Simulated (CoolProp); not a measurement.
Properties of ethanol along the isobar 6.89 MPa (Tc = 241.6 °C, pc = 6.268 MPa, ω = 0.644).

The numbers come from the reference Helmholtz-energy equation of state, Schroeder 2014 in CoolProp.

```tsv
T (°C)	phase	Z	Prandtl number	fugacity coefficient
-104.35	liquid	0.2507	558	1.096e-9
-85.85	liquid	0.2304	236	2.999e-8
-67.35	liquid	0.2137	122	___
-48.85	liquid	0.1997	71.5	___
-30.25	liquid	0.1879	45.4	2.476e-5
-11.75	liquid	0.1778	30.7	0.0001165
6.75	liquid	0.1692	21.9	0.0004362
25.25	liquid	0.1618	16.3	0.001358
43.75	liquid	0.1554	12.7	0.003628
62.25	liquid	0.1499	10.2	___
80.75	liquid	0.1453	8.36	0.01798
99.25	liquid	___	7.05	0.03454
117.85	liquid	0.1386	6.04	0.06139
136.35	liquid	0.1367	5.24	0.1013
```

Question: What belongs in the gaps?

Answer: 
- -67.35, fugacity coefficient: 4.346e-7
- -48.85, fugacity coefficient: 3.916e-6
- 62.25, fugacity coefficient: 0.008527
- 99.25, Z: 0.1415

Viscosity comes from a separate model (Kiselev 2005). Thermal conductivity comes from a separate model (Assael 2013).
